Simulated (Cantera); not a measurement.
An isothermal, constant-pressure homogeneous reactor starts with NO : N₂ = 1 : 17 (molar parts), at 2100 K and 0.0263 atm. Integrator tolerance rtol = 1e-08.

Model: GRI-Mech 3.0 (53 species, 325 reactions), integrated in Cantera. Radical loss at walls, strong at low pressure, is not modelled.

What does this change do: temperature 2100 to 2025 K?


```tsv
quantity	before	after
x(NO) at 30.0 s	0.00446 (gas-phase equilibrium 0.00384)	0.0149 (gas-phase equilibrium 0.00320)
x(O) at 30.0 s	0.00135 (gas-phase equilibrium 0.00136)	0.000708 (gas-phase equilibrium 0.000800)
x(N₂O) at 30.0 s	4.05e-8 (gas-phase equilibrium 3.88e-8)	1.09e-7 (gas-phase equilibrium 3.25e-8)
x(N₂) at 30.0 s	0.969 (gas-phase equilibrium 0.970)	0.964 (gas-phase equilibrium 0.970)
x(O₂) at 30.0 s	0.0249 (gas-phase equilibrium 0.0252)	0.0200 (gas-phase equilibrium 0.0258)
x(NO₂) at 30.0 s	3.68e-7 (gas-phase equilibrium 3.18e-7)	1.24e-6 (gas-phase equilibrium 3.02e-7)
```

What does this change do: NO 1 to 9.8 parts?


| quantity | before | after |
|---|---|---|
| x(NO) at 30.0 s | 0.00446 (gas-phase equilibrium 0.00384) | 0.00938 (gas-phase equilibrium 0.00928) |
| x(O) at 30.0 s | 0.00135 (gas-phase equilibrium 0.00136) | 0.00359 (gas-phase equilibrium 0.00359) |
| x(N₂O) at 30.0 s | 4.05e-8 (gas-phase equilibrium 3.88e-8) | 8.63e-8 (gas-phase equilibrium 8.59e-8) |
| x(N₂) at 30.0 s | 0.969 (gas-phase equilibrium 0.970) | 0.811 (gas-phase equilibrium 0.811) |
| x(O₂) at 30.0 s | 0.0249 (gas-phase equilibrium 0.0252) | 0.176 (gas-phase equilibrium 0.176) |
| x(NO₂) at 30.0 s | 3.68e-7 (gas-phase equilibrium 3.18e-7) | 2.06e-6 (gas-phase equilibrium 2.04e-6) |
